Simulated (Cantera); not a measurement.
**Pyrogenic steam for wet oxidation**

An isothermal, constant-pressure homogeneous reactor starts with H2 : O2 : N2 = 1.6 : 1 : 0.54 (molar parts), equivalence ratio 0.80, at 1125 K and 1.00 bar.

Cantera simulation using the H2/O2 subset of GRI-Mech 3.0, which has no nitrogen chemistry; the numbers are that mechanism's predictions, not measurements. The temperature is held fixed by assumption; the heat of reaction is taken as removed at once.

```json
[
 {"t (s)": "2.00e-5", "x H2": "0.509", "x O2": "0.318", "x O": "4.43e-6", "x H2O2": "4.78e-8", "x HO2": "1.23e-5", "x H2O": "4.72e-5", "x H": "2.97e-5"},
 {"t (s)": "0.000150", "x H2": "0.0548", "x O2": "0.110", "x O": "1.16e-5", "x H2O2": "0.000135", "x HO2": "0.000279", "x H2O": "0.610", "x H": "2.64e-5"},
 {"t (s)": "0.00112", "x H2": "0.0459", "x O2": "0.106", "x O": "5.55e-6", "x H2O2": "0.000199", "x HO2": "0.000210", "x H2O": "0.622", "x H": "1.24e-5"},
 {"t (s)": "0.00843", "x H2": "0.0147", "x O2": "0.0921", "x O": "2.48e-6", "x H2O2": "6.80e-5", "x HO2": "0.000118", "x H2O": "0.664", "x H": "3.28e-6"},
 {"t (s)": "0.0632", "x H2": "0.000600", "x O2": "0.0857", "x O": "5.88e-8", "x H2O2": "8.88e-7", "x HO2": "1.25e-5", "x H2O": "0.683", "x H": "3.97e-8"},
 {"t (s)": "0.474", "x H2": "2.16e-6", "x O2": "0.0855", "x O": "3.14e-10", "x H2O2": "1.12e-9", "x HO2": "1.03e-7", "x H2O": "0.684", "x H": "9.14e-11"},
 {"t (s)": "3.56", "x H2": "5.67e-9", "x O2": "0.0855", "x O": "1.36e-9", "x H2O2": "2.34e-9", "x HO2": "7.34e-9", "x H2O": "0.684", "x H": "3.37e-12"},
 {"t (s)": "26.7", "x H2": "5.67e-9", "x O2": "0.0855", "x O": "1.36e-9", "x H2O2": "2.34e-9", "x HO2": "7.34e-9", "x H2O": "0.684", "x H": "3.37e-12"},
 {"t (s)": "200", "x H2": "5.67e-9", "x O2": "0.0855", "x O": "1.36e-9", "x H2O2": "2.34e-9", "x HO2": "7.34e-9", "x H2O": "0.684", "x H": "3.37e-12"}
]
```
x: mole fraction; the columns are a selection and need not sum to one.

Equilibrium at this temperature and pressure: H2 5.67e-9, O2 0.0855, O 1.36e-9, H2O2 2.34e-9, HO2 7.34e-9, H2O 0.684, H 3.37e-12 (gas phase only).
